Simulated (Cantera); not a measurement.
# Stirred combustor or abatement burner

A perfectly stirred reactor is fed with CH₄ : O₂ : N₂ = 1 : 1.11 : 4.18 (molar parts), at 1.00 atm; it is adiabatic with a 648 K inlet, and is followed from long to short residence time, starting on the burning branch (τ in s: 0.15, 0.065, 0.028, 0.012, 0.0052, 0.0023, 0.00098, 0.00042, 0.00018, 7.9e-05, 3.4e-05, 1.5e-05, 6.3e-06).

Model: GRI-Mech 3.0 (53 species, 325 reactions), integrated in Cantera.

```csv
τ (s),T (K),x CH₄,x O₂,x HCN,x C₂H₄,x NO,x H,x HCO
0.15,1958,0.00241,0.000145,8.12e-5,1.01e-5,3.46e-5,0.000534,5.49e-8
0.065,1962,0.00336,0.000298,9.95e-5,2.25e-5,3.08e-5,0.000593,8.86e-8
0.028,1966,0.00442,0.000599,0.000109,4.66e-5,2.58e-5,0.000672,1.57e-7
0.012,1966,0.00556,0.00118,0.000109,9.25e-5,2.08e-5,0.000777,3.01e-7
0.0052,1960,0.00687,0.00228,9.99e-5,0.000178,1.59e-5,0.000900,6.00e-7
0.0023,1943,0.00866,0.00441,7.82e-5,0.000343,1.10e-5,0.00101,1.21e-6
0.00098,1897,0.0124,0.00980,3.98e-5,0.000766,5.19e-6,0.00102,2.59e-6
0.00042,648,0.159,0.176,<1e-12,<1e-12,<1e-12,<1e-12,<1e-12
0.00018,648,0.159,0.176,<1e-12,<1e-12,<1e-12,<1e-12,<1e-12
7.9e-5,648,0.159,0.176,<1e-12,<1e-12,<1e-12,<1e-12,<1e-12
3.4e-5,648,0.159,0.176,<1e-12,<1e-12,<1e-12,<1e-12,<1e-12
1.5e-5,648,0.159,0.176,<1e-12,<1e-12,<1e-12,<1e-12,<1e-12
6.3e-6,648,0.159,0.176,<1e-12,<1e-12,<1e-12,<1e-12,<1e-12
```
x: mole fraction; the columns are a selection and need not sum to one.
